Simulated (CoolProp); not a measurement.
A single-stage vapour-compression cycle with the fluid: evaporating at 248.15 K (dew point), condensing at 299.15 K (bubble point), superheat 8 K, subcooling 2 K, compressor efficiency 0.8, no pressure losses. The same conditions are run with several fluids, on thermodynamics alone (safety and materials aside).

Computed with CoolProp (reference Helmholtz-energy equation of state of each fluid (R22: Kamei 1995; R115: Lemmon 2016; hydrogen sulfide: Lemmon 2006; carbonyl sulfide: Lemmon 2006; R507A: Lemmon 2003; trans-2-butene: Lemmon 2005)). Blends and air are pseudo-pure fits.

```
fluid             cooling COP  pressure ratio  discharge temperature (K)  refrigerating effect (kJ/kg)  volumetric capacity (kJ/m³)
----------------  -----------  --------------  -------------------------  ----------------------------  ---------------------------
R22                         ?               ?                      349.7                           171                            ?
R115                        ?            5.05                          ?                          75.0                         1060
hydrogen sulfide         3.06            4.51                      396.4                           407                         3170
carbonyl sulfide         3.15            4.60                          ?                           234                         1990
R507A                    2.89            5.07                      320.4                           121                            ?
trans-2-butene           3.29            7.21                      325.9                           331                          297
```

**Question.** Complete the blanks.

**Answer.** 
- R22, cooling COP: 3.13
- R22, pressure ratio: 5.32
- R22, volumetric capacity (kJ/m³): 1470
- R115, cooling COP: 2.82
- R115, discharge temperature (K): 305.9
- carbonyl sulfide, discharge temperature (K): 371.3
- R507A, volumetric capacity (kJ/m³): 1580
